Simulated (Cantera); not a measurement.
An adiabatic, constant-volume homogeneous reactor starts with CH4 : O2 : N2 = 1 : 1.82 : 6.84 (molar parts), equivalence ratio 1.1, at 1050 K and 0.600 bar. Integrator tolerance rtol = 1e-08.

Cantera simulation using GRI-Mech 3.0 (53 species, 325 reactions); the numbers are that mechanism's predictions, not measurements.

Task: What does this change do: initial temperature 1050 to 1348 K?

Result: 
```tsv
quantity	before	after
temperature at 0.500 s	1056 K	2839 K
equilibrium temperature	2766 K	2839 K
x(CH4) at 0.500 s	0.103 (gas-phase equilibrium <1e-12)	<1e-12 (gas-phase equilibrium <1e-12)
x(O2) at 0.500 s	0.188 (gas-phase equilibrium 0.0108)	0.0141 (gas-phase equilibrium 0.0141)
x(H2O2) at 0.500 s	1.02e-6 (gas-phase equilibrium 2.56e-7)	2.76e-7 (gas-phase equilibrium 2.76e-7)
x(H) at 0.500 s	3.88e-9 (gas-phase equilibrium 0.00863)	0.0135 (gas-phase equilibrium 0.0135)
x(HO2) at 0.500 s	1.70e-6 (gas-phase equilibrium 4.16e-6)	5.39e-6 (gas-phase equilibrium 5.39e-6)
time of steepest temperature rise	not reached	9.39 ms
```

Task: What does this change do: initial temperature 1050 to 1800 K?

Result: 
| quantity | before | after |
|---|---|---|
| temperature at 0.500 s | 1056 K | 2941 K |
| equilibrium temperature | 2766 K | 2941 K |
| x(CH4) at 0.500 s | 0.103 (gas-phase equilibrium <1e-12) | <1e-12 (gas-phase equilibrium <1e-12) |
| x(O2) at 0.500 s | 0.188 (gas-phase equilibrium 0.0108) | 0.0182 (gas-phase equilibrium 0.0182) |
| x(H2O2) at 0.500 s | 1.02e-6 (gas-phase equilibrium 2.56e-7) | 2.87e-7 (gas-phase equilibrium 2.87e-7) |
| x(H) at 0.500 s | 3.88e-9 (gas-phase equilibrium 0.00863) | 0.0238 (gas-phase equilibrium 0.0238) |
| x(HO2) at 0.500 s | 1.70e-6 (gas-phase equilibrium 4.16e-6) | 7.03e-6 (gas-phase equilibrium 7.03e-6) |
| time of steepest temperature rise | not reached | 0.172 ms |
